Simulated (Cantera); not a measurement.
An isothermal, constant-pressure homogeneous reactor starts with CH4 : H2O = 1 : 3.4 (molar parts), at 1450 K and 13300 Pa. Integrator tolerance rtol = 1e-08.

Cantera simulation using GRI-Mech 3.0 (53 species, 325 reactions); the numbers are that mechanism's predictions, not measurements.

```json
[
 {"quantity": "x(CH4) at 60.0 s", "before": "0.0256 (gas-phase equilibrium 6.52e-9)", "after": "0.0244 (gas-phase equilibrium 1.77e-8)"},
 {"quantity": "x(H2O) at 60.0 s", "before": "0.446 (gas-phase equilibrium 0.340)", "after": "0.428 (gas-phase equilibrium 0.340)"},
 {"quantity": "x(O2) at 60.0 s", "before": "4.53e-12 (gas-phase equilibrium 3.12e-12)", "after": "2.70e-12 (gas-phase equilibrium 1.89e-12)"},
 {"quantity": "x(C2H4) at 60.0 s", "before": "0.000548 (gas-phase equilibrium <1e-12)", "after": "0.000685 (gas-phase equilibrium <1e-12)"},
 {"quantity": "x(C2H6) at 60.0 s", "before": "2.50e-6 (gas-phase equilibrium <1e-12)", "after": "2.42e-6 (gas-phase equilibrium <1e-12)"},
 {"quantity": "x(OH) at 60.0 s", "before": "4.20e-7 (gas-phase equilibrium 3.00e-7)", "after": "3.12e-7 (gas-phase equilibrium 2.33e-7)"}
]
```

Question: What was changed between the two runs?
(A) CH4 1 to 8.5 parts
(B) CH4 1 to 0.42 parts
(C) pressure from 13300 Pa to 22000 Pa
(D) temperature 1450 to 1748 K

Answer: C, pressure from 13300 Pa to 22000 Pa
